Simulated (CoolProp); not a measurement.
Dimethyl carbonate along the isotherm 596.4 K: fugacity coefficient from the reference equation and from simpler models built on Tc = 557.0 K, pc = 4.909 MPa, ω = 0.346; each cubic takes its own stable root.

Computed with CoolProp (reference Helmholtz-energy equation of state, Zhou 2011).

```
p (MPa)          phase  reference  van der Waals  Redlich-Kwong  Soave-Redlich-Kwong  Peng-Robinson
-------  -------------  ---------  -------------  -------------  -------------------  -------------
0.0233             gas     0.9987         0.9988         0.9987               0.9987         0.9986
0.0363             gas     0.9980         0.9981         0.9979               0.9980         0.9978
0.0565             gas     0.9968         0.9971         0.9968               0.9969         0.9965
0.0879             gas     0.9951         0.9955         0.9950               0.9952         0.9946
0.137              gas     0.9923         0.9930         0.9922               0.9926         0.9916
0.213              gas     0.9881         0.9891         0.9879               0.9885         0.9869
0.332              gas     0.9814         0.9830         0.9812               0.9821         0.9797
0.517              gas     0.9712         0.9736         0.9708               0.9721              ?
0.804              gas          ?         0.9590         0.9547               0.9568         0.9513
1.25               gas     0.9310         0.9364         0.9300               0.9332         0.9249
1.95               gas     0.8933         0.9010              ?               0.8968         0.8844
3.04               gas     0.8358              ?         0.8330               0.8411         0.8234
4.73               gas     0.7483         0.7596         0.7438               0.7569              ?
7.36     supercritical          ?         0.6142              ?               0.6300         0.6024
```

Task: Complete the blanks.

Result: 
- 0.517, Peng-Robinson: 0.9685
- 0.804, reference: 0.9553
- 1.95, Redlich-Kwong: 0.8916
- 3.04, van der Waals: 0.8461
- 4.73, Peng-Robinson: 0.7332
- 7.36, reference: 0.6154
- 7.36, Redlich-Kwong: 0.6053
